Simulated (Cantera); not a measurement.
# Low-pressure radical oxidation in H2/O2

An isothermal, constant-pressure homogeneous reactor starts with H₂ : O₂ = 0.026 : 1 (molar parts), equivalence ratio 0.013, at 1248 K and 10.00 Torr.

Computed with Cantera and the H2/O2 subset of GRI-Mech 3.0, which has no nitrogen chemistry. Radical loss at walls, strong at low pressure, is not modelled.

```
t (s)         x H₂   x O₂     x H₂O       x O      x OH
--------  --------  -----  --------  --------  --------
0.000200    0.0253  0.975   6.75e-9   1.27e-8   1.03e-8
0.000616    0.0253  0.975   1.74e-7   1.64e-7   1.20e-7
0.00190     0.0252  0.975  0.000101   8.11e-5   5.79e-5
0.00585   0.000291  0.953    0.0228    0.0194   0.00228
0.0180    0.000215  0.956    0.0233    0.0172   0.00203
0.0555    0.000151  0.961    0.0240    0.0118   0.00171
0.171      6.35e-5  0.969    0.0248   0.00485   0.00111
0.527      1.39e-5  0.973    0.0254   0.00105  0.000522
1.62       2.11e-6  0.974    0.0256  0.000159  0.000204
5.00       3.29e-7  0.974    0.0256   2.49e-5   8.10e-5
```
x: mole fraction; the columns are a selection and need not sum to one.

Equilibrium at this temperature and pressure: H₂ 7.52e-9, O₂ 0.974, H₂O 0.0257, O 5.73e-7, OH 1.23e-5 (gas phase only).
